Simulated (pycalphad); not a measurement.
Phase fractions of Hf-0.33C (at.%)

Source of the numbers: pycalphad with the COST 507 light-alloy database (1999); pressure 1 atm. The data set is of 1999 and partly superseded. Phase fractions are per mole of atoms.

```tsv
T (°C)	liquid	bcc	hcp
2327	1.000	-	-
2227	0.914	0.086	-
2127	-	1.000	-
2027	-	0.935	0.065
1927	-	0.850	0.150
1827	-	0.680	0.320
1727	-	-	1.000
```
